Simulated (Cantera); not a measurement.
Gas-phase reforming

A perfectly stirred reactor is fed with 39.2 % CH₄, 13.7 % CO₂, 47.1 % H₂, at 10.0 bar; it is held at 1975 K, and followed from long to short residence time.

Model: GRI-Mech 3.0 (53 species, 325 reactions), integrated in Cantera. GRI-Mech 3.0 stops at C3 and has no aromatics, soot or wall deposition, so with more carbon than oxygen in the feed, carbon stays in small species such as C2H2 where larger ones or solid carbon would form.

```json
[
 {"τ (s)": "6.3", "x CH₄": "0.0280", "x CO₂": "1.69e-5", "x H₂": "0.714", "x OH": "1.18e-8", "x C₂H₄": "0.00376", "x CH₂": "1.88e-7", "x H₂O₂": "<1e-12"},
 {"τ (s)": "2.2", "x CH₄": "0.0281", "x CO₂": "4.64e-5", "x H₂": "0.714", "x OH": "3.24e-8", "x C₂H₄": "0.00377", "x CH₂": "1.89e-7", "x H₂O₂": "<1e-12"},
 {"τ (s)": "0.80", "x CH₄": "0.0284", "x CO₂": "0.000124", "x H₂": "0.713", "x OH": "8.63e-8", "x C₂H₄": "0.00379", "x CH₂": "1.93e-7", "x H₂O₂": "<1e-12"},
 {"τ (s)": "0.28", "x CH₄": "0.0292", "x CO₂": "0.000335", "x H₂": "0.710", "x OH": "2.33e-7", "x C₂H₄": "0.00386", "x CH₂": "2.03e-7", "x H₂O₂": "<1e-12"},
 {"τ (s)": "0.10", "x CH₄": "0.0311", "x CO₂": "0.000830", "x H₂": "0.703", "x OH": "5.73e-7", "x C₂H₄": "0.00402", "x CH₂": "2.28e-7", "x H₂O₂": "<1e-12"},
 {"τ (s)": "0.036", "x CH₄": "0.0353", "x CO₂": "0.00184", "x H₂": "0.690", "x OH": "1.23e-6", "x C₂H₄": "0.00431", "x CH₂": "2.81e-7", "x H₂O₂": "<1e-12"},
 {"τ (s)": "0.013", "x CH₄": "0.0436", "x CO₂": "0.00366", "x H₂": "0.669", "x OH": "2.22e-6", "x C₂H₄": "0.00469", "x CH₂": "3.75e-7", "x H₂O₂": "1.18e-12"},
 {"τ (s)": "0.0045", "x CH₄": "0.0596", "x CO₂": "0.00737", "x H₂": "0.642", "x OH": "3.33e-6", "x C₂H₄": "0.00505", "x CH₂": "5.20e-7", "x H₂O₂": "2.65e-12"},
 {"τ (s)": "0.0016", "x CH₄": "0.0871", "x CO₂": "0.0157", "x H₂": "0.614", "x OH": "4.01e-6", "x C₂H₄": "0.00528", "x CH₂": "7.01e-7", "x H₂O₂": "3.85e-12"},
 {"τ (s)": "0.00057", "x CH₄": "0.131", "x CO₂": "0.0344", "x H₂": "0.588", "x OH": "3.92e-6", "x C₂H₄": "0.00561", "x CH₂": "9.14e-7", "x H₂O₂": "3.72e-12"}
]
```
x: mole fraction; the columns are a selection and need not sum to one.
